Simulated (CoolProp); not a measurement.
Vapour-liquid equilibrium of diethyl ether (1) + n-hexane (2) at 2.46 bar; x and y are mole fractions of (1).

The numbers come from the multi-fluid Helmholtz-energy mixture model, Thol 2014 and Thol 2019; pair parameters Bell 2016 in CoolProp.

```tsv
x	bubble temperature (K)	y at the bubble point	dew temperature at overall composition x (K)	liquid density (mol/L)
0.05	369.3	0.131	371.7	6.850
0.2	360.2	0.409	367.1	7.159
0.35	353.6	0.588	362.2	…
0.5	348.3	0.719	356.9	7.773
0.65	343.8	0.821	351.1	8.098
0.8	339.9	…	344.7	8.443
0.95	…	0.978	337.7	8.811
```

Q: What belongs in the gaps?

A: 
- 0.35, liquid density (mol/L): 7.462
- 0.8, y at the bubble point: 0.906
- 0.95, bubble temperature (K): 336.3

No azeotrope shows between x = 0.05 and 0.95.

Pair parameters are fitted to limited data, so mixtures are less certain than the pure fluids.
